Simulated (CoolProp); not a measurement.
A Linde-Hampson liquefier for ethane: isothermal reversible compression at 320 K from 1 atm to 5 MPa, throttling to 1 atm, return gas leaving the recuperator 10 K below the feed. Each further row changes one setting.

Model: reference Helmholtz-energy equation of state, Bücker 2006, in CoolProp.

| case | liquid yield per pass | compression work (kJ/kg of gas) |
|---|---|---|
| as stated | 0.154 | 315 |
| as stated | 0.154 | 315 |
| high pressure 10 MPa | 0.418 | 338 |
| warm-end temperature 350 K | 0.089 | 354 |
| warm-end gap 15 K | 0.142 | 315 |
| high pressure 10 MPa | 0.418 | 338 |
| warm-end temperature 350 K | 0.089 | 354 |
| warm-end gap 15 K | 0.142 | 315 |
